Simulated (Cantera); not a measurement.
A perfectly stirred reactor is fed with CH₄ : H₂ : H = 0.008 : 1 : 0.0095 (molar parts), at 0.132 atm; it is held at 1525 K, and followed from long to short residence time.

Computed with Cantera and GRI-Mech 3.0 (53 species, 325 reactions). GRI-Mech 3.0 stops at C3 and has no aromatics, soot or wall deposition, so with more carbon than oxygen in the feed, carbon stays in small species such as C2H2 where larger ones or solid carbon would form.

### Question
What does this change do: temperature 1525 to 2800 K?

### Answer
```csv
quantity,before,after
x(CH₄) at τ = 6.90 s,0.00640,2.95e-6
x(H₂) at τ = 6.90 s,0.993,0.795
x(H) at τ = 6.90 s,8.55e-5,0.201
x(C₂H₆) at τ = 6.90 s,1.20e-7,<1e-12
x(C₂H) at τ = 6.90 s,1.35e-10,0.000108
x(CH₄) at τ = 0.130 s,0.00709,5.30e-6
x(H₂) at τ = 0.130 s,0.992,0.802
x(H) at τ = 0.130 s,0.000389,0.194
x(C₂H₆) at τ = 0.130 s,8.02e-7,1.54e-12
x(C₂H) at τ = 0.130 s,3.02e-10,0.000104
```
